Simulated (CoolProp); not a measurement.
Aqueous calcium chloride as a coolant, 24 % by mass, freezing at -26.4 °C, 1 atm.

Model: Melinder's fits for secondary coolants, in CoolProp.

```csv
T (°C),Prandtl number,conductivity (W/(m K)),density (kg/m³),viscosity (mPa s)
-16.8,36.5,0.517,1231,6.63
-5.5,___,___,1228,4.54
5.8,___,0.549,1224,3.30
17.1,13.1,0.565,1220,2.52
28.4,10.2,0.581,1215,1.99
39.7,8.08,___,1207,1.61
```

Question: Complete the blanks.

Answer: 
- -5.5, Prandtl number: 24.6
- -5.5, conductivity (W/(m K)): 0.533
- 5.8, Prandtl number: 17.6
- 39.7, conductivity (W/(m K)): 0.597
